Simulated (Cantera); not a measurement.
Input (Python, Cantera) and output of one run.

```python
import numpy as np
import cantera as ct

gas_names = [...]  # 110 gases of nasa_gas.yaml made of C, H, N
cond_names = """
    C(gr) C6H6(L) C7H8(L) C8H18(L),n-octa
""".split()


# ... load() reads the species with a 1 bar reference pressure and builds the phases ...
atoms = {
    'n-butane': {'C': 4, 'H': 10},
    'H2': {'H': 2},
    'N2': {'N': 2},
}
top_T = {'C(gr)': 4500}  # K; cautious upper limits of use, not melting points


# ... equilibrate(T, P, feed) seeds the gas with the atoms and calls Mixture.equilibrate('TP', solver="vcs", rtol=1e-11, max_steps=5000) ...
results = []
feed = {'n-butane': 1, 'H2': 0.38, 'N2': 20}  # mol
P = 240  # Pa
for T in [2500, 3000, 3500, 4000, 4500, 5000]:
    mix = equilibrate(T, P, feed)
    results.append((T, P, feed, dict(zip(mix.species_names, mix.species_moles))))
    x = sorted(zip(gas.X, gas.species_names), reverse=True)
    print(f"T = {T:g} K  P = {P:g} Pa  gas = {mix.phase_moles(0):.4g} mol")
    print("   x: " + "  ".join(f"{s} {v:.3e}" for v, s in x if v > 1e-05))
    print("   condensed (mol): " + ("  ".join(f"{mix.phase(i).name} {mix.phase_moles(i):.4g}"
          for i in range(1, mix.n_phases) if mix.phase_moles(i) > 1e-12) or "none"))
```

It prints:

```
T = 2500 K  P = 240 Pa  gas = 27.67 mol
   x: N2 7.112e-01  H 1.632e-01  H2 1.011e-01  HCN 1.899e-02  HNC 2.223e-03  CN 1.774e-03  C2H2,acetylene 1.093e-03  C3 2.071e-04  C2H 1.267e-04  C 6.935e-05  C2N2 5.523e-05  C2 1.908e-05
   condensed (mol): C(gr) 3.272
T = 3000 K  P = 240 Pa  gas = 31.95 mol
   x: N2 6.066e-01  H 3.075e-01  CN 2.838e-02  C3 2.137e-02  C 1.157e-02  H2 9.104e-03  HCN 8.140e-03  C2 3.963e-03  HNC 1.536e-03  C2H 9.868e-04  N 2.214e-04  C2N2 1.717e-04  C2H2,acetylene 1.700e-04  C5 1.174e-04  C4 3.957e-05  CNC 3.781e-05  CH 2.429e-05
   condensed (mol): none
T = 3500 K  P = 240 Pa  gas = 33.91 mol
   x: N2 5.713e-01  H 3.153e-01  C 6.930e-02  CN 3.289e-02  C2 4.277e-03  N 3.418e-03  C3 2.138e-03  H2 6.841e-04  HCN 4.614e-04  HNC 1.220e-04  C2H 6.681e-05  CH 1.972e-05  CNC 1.804e-05
   condensed (mol): none
T = 4000 K  P = 240 Pa  gas = 34.96 mol
   x: N2 5.517e-01  H 3.076e-01  C 9.916e-02  N 2.691e-02  CN 1.389e-02  C2 6.304e-04  H2 8.936e-05  C3 1.963e-05  HCN 1.930e-05  Electron 1.088e-05  C+ 1.085e-05
   condensed (mol): none
T = 4500 K  P = 240 Pa  gas = 37 mol
   x: N2 4.746e-01  H 2.907e-01  N 1.266e-01  C 1.026e-01  CN 5.260e-03  C2 8.692e-05  Electron 7.863e-05  C+ 7.811e-05  H2 1.697e-05
   condensed (mol): none
T = 5000 K  P = 240 Pa  gas = 42.45 mol
   x: N 3.635e-01  N2 2.885e-01  H 2.534e-01  C 9.208e-02  CN 1.760e-03  Electron 3.634e-04  C+ 3.574e-04  C2 1.356e-05
   condensed (mol): none
```

These are equilibrium values from Cantera (NASA tables, ideal gas, pure condensed phases), not measurements of a reactor.
